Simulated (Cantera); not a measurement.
Input: 1 mol MgSO4, 4.6 mol H2, 1.9 mol O2, held at 1727 °C.

Method: chemical equilibrium by Gibbs-energy minimisation in Cantera with the NASA 1993 tables (ideal gas, pure condensed phases). Candidate condensed phases: H2O, H2SO4, Mg, MgO, Mg(OH)2, MgS, MgSO4, S; 26 gas species. Kinetics and transport are ignored.

log p: log10 of the partial pressure in bar; n: condensed amount in mol.

```json
[
 {"P (Pa)": "10", "log p H2O": "-4.22", "log p SO2": "-4.84", "log p H2": "-5.15", "log p O2": "-5.23", "log p H": "-5.36", "log p OH": "-5.44", "log p Mg": "-5.74", "log p O": "-5.79", "n MgO(s)": "0.880"},
 {"P (Pa)": "100", "log p H2O": "…", "log p SO2": "…", "log p H2": "…", "log p O2": "…", "log p H": "…", "log p OH": "…", "log p Mg": "…", "log p O": "…", "n MgO(s)": "0.995"},
 {"P (Pa)": "1000", "log p H2O": "…", "log p SO2": "…", "log p H2": "…", "log p O2": "…", "log p H": "…", "log p OH": "…", "log p Mg": "…", "log p O": "…", "n MgO(s)": "1.000"},
 {"P (Pa)": "10000", "log p H2O": "-1.10", "log p SO2": "-1.76", "log p H2": "-3.28", "log p O2": "-2.72", "log p H": "-4.43", "log p OH": "-3.25", "log p Mg": "-7.00", "log p O": "-4.54", "n MgO(s)": "1.000"},
 {"P (Pa)": "100000", "log p H2O": "-0.10", "log p SO2": "-0.76", "log p H2": "-2.76", "log p O2": "-1.75", "log p H": "-4.17", "log p OH": "-2.51", "log p Mg": "-7.48", "log p O": "-4.05", "n MgO(s)": "1.000"},
 {"P (Pa)": "1000000", "log p H2O": "0.91", "log p SO2": "0.24", "log p H2": "-2.25", "log p O2": "-0.76", "log p H": "-3.91", "log p OH": "-1.76", "log p Mg": "-7.98", "log p O": "-3.56", "n MgO(s)": "1.000"}
]
```

Problem. Fill in the missing entries.

Solution. 
- 1000, log p H2O: -2.11
- 1000, log p SO2: -2.77
- 1000, log p H2: -3.83
- 1000, log p O2: -3.64
- 1000, log p H: -4.70
- 1000, log p OH: -3.98
- 1000, log p Mg: -6.54
- 1000, log p O: -4.99
- 100, log p H2O: -3.14
- 100, log p SO2: -3.78
- 100, log p H2: -4.44
- 100, log p O2: -4.48
- 100, log p H: -5.01
- 100, log p OH: -4.71
- 100, log p Mg: -6.12
- 100, log p O: -5.41
